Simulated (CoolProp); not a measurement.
Properties of R1336mzz(Z) along the isotherm 362.4 K (Tc = 444.5 K, pc = 2.904 MPa, ω = 0.386).

The numbers come from the reference Helmholtz-energy equation of state, McLinden 2020 in CoolProp.

```csv
p (MPa),phase,density (kg/m³),cv (kJ/(kg K)),Joule-Thomson coefficient (K/MPa),isothermal compressibility (1/MPa),expansivity (1/kK)
1.94,liquid,1188,0.9958,0.003906,0.006510,2.777
3.87,liquid,1202,0.9947,-0.04537,0.005710,2.558
5.81,liquid,1215,0.9938,-0.08422,0.005099,2.385
7.74,liquid,1226,0.9932,-0.1155,0.004620,2.245
9.68,liquid,1237,0.9928,-0.1416,0.004229,2.128
11.6,liquid,1246,0.9926,-0.1635,0.003907,2.029
13.6,liquid,1256,0.9924,-0.1830,0.003624,1.940
15.5,liquid,1264,0.9924,-0.1991,0.003394,1.866
17.4,liquid,1272,0.9924,-0.2132,0.003194,1.800
19.4,liquid,1280,0.9925,-0.2264,0.003009,1.738
21.3,liquid,1287,0.9926,-0.2375,0.002854,1.685
23.2,liquid,1294,0.9928,-0.2476,0.002715,1.637
25.2,liquid,1301,0.9930,-0.2571,0.002584,1.591
27.1,liquid,1307,0.9932,-0.2653,0.002472,1.551
29,liquid,1313,0.9935,-0.2728,0.002369,1.514
```
